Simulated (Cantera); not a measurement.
Cantera run, input and output.

```python
import numpy as np
import cantera as ct

gas = ct.Solution("gri30.yaml")


def delay(T, t_max=10):
    gas.TPX = T, 100000, {'CH3OH': 1, 'O2': 2.63, 'N2': 12.9}
    reactor = ct.IdealGasReactor(gas, clone=False)
    net = ct.ReactorNet([reactor])
    net.rtol, net.atol = 1e-8, 1e-16
    while net.time < t_max:
        t_old, T_old = net.time, reactor.T
        net.step()
        if reactor.T > T + 400:  # ignition: a rise of 400 K
            return t_old + (T + 400 - T_old) / (reactor.T - T_old) * (net.time - t_old)
    return np.nan


taus = []
for T in [1025, 1100, 1175, 1250, 1325, 1400, 1475, 1550, 1625]:
    taus.append(delay(T))
    print(f"T0 = {T:6g} K   tau = {taus[-1]:.4e} s")
```

It prints:

```
T0 =   1025 K   tau = 3.4070e-01 s
T0 =   1100 K   tau = 6.8778e-02 s
T0 =   1175 K   tau = 1.7200e-02 s
T0 =   1250 K   tau = 5.1725e-03 s
T0 =   1325 K   tau = 1.8297e-03 s
T0 =   1400 K   tau = 7.4713e-04 s
T0 =   1475 K   tau = 3.4544e-04 s
T0 =   1550 K   tau = 1.7703e-04 s
T0 =   1625 K   tau = 9.8446e-05 s
```

Detailed kinetics in Cantera: GRI-Mech 3.0 (53 species, 325 reactions). GRI-Mech 3.0 was tuned for natural gas; its chemistry of methanol as a main component is partial and can be far from experiment.
